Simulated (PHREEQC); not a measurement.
FeCl3 is added in steps, without added water, to 1 kg of water holding 0.0022 mol/kgw H2SO4 and 0.011 mol/kgw KNO3, at 33 °C. Oxygen alone is held at its pressure in air (log pO2 = -0.68). The system is closed to CO2. Only these solids could form: Fe(OH)3(a), Jarosite-K.

Base run: PHREEQC, ion-association model, wateq4f.dat. Each further column changes one thing. The table gives pH.

```tsv
FeCl3 added (mol)	base	H2SO4 replaced by Ag2SO4 at the same molality	diluted 100-fold with water	no solid may form
0	2.45	6.86	4.36	2.45
0.0033	2.06	2.27	2.61	2.33
0.0077	1.99	2.14	2.37	2.21
0.011	1.96	2.09	2.28	2.15
0.0143	1.94	2.05	2.21	2.10
0.0187	1.91	2.01	2.14	2.05
0.022	1.89	1.98	2.10	2.02
```

 In at least one series the solution becomes supersaturated in solids that the run did not let form, among them Jarosite-K. Solids allowed in the column 'H2SO4 replaced by Ag2SO4 at the same molality': Fe(OH)3(a), Cerargyrite, Ag2O, Ag2SO4, Jarosite-K.
